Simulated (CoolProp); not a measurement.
CF4 (R14) at several states: density (kg/m³) from the reference equation and from simpler models built on Tc = 227.4 K, pc = 3.762 MPa, ω = 0.178; each cubic takes its own stable root.

Model: reference Helmholtz-energy equation of state, Platzer 1990, in CoolProp. This equation is an older, rougher fit; its heat capacities, sound speeds and derivatives of the liquid may be far off and weren't checked against measurements.

```json
[
 {"T (K)": "350", "p (MPa)": "1.27", "phase": "gas", "reference": "39.35"},
 {"T (K)": "394.2", "p (MPa)": "3.91", "phase": "supercritical", "reference": "108.9"},
 {"T (K)": "188.6", "p (MPa)": "0.0864", "phase": "gas", "reference": "4.917"},
 {"T (K)": "412.1", "p (MPa)": "0.0297", "phase": "gas", "reference": "0.7630"},
 {"T (K)": "293.8", "p (MPa)": "1.22", "phase": "gas", "reference": "46.15"},
 {"T (K)": "196.6", "p (MPa)": "11.4", "phase": "liquid", "reference": "1377"}
]
```

Problem. How far does each simpler model (Redlich-Kwong, Peng-Robinson) lie from the reference over these 6 states: mean and median of the absolute difference, and the worst?

Solution. 
- Redlich-Kwong: mean 1.2 %, median 0.5 %, worst -4.0 % at 196.6 K and 11.4 MPa
- Peng-Robinson: mean 2.0 %, median 0.6 %, worst +9.7 % at 196.6 K and 11.4 MPa
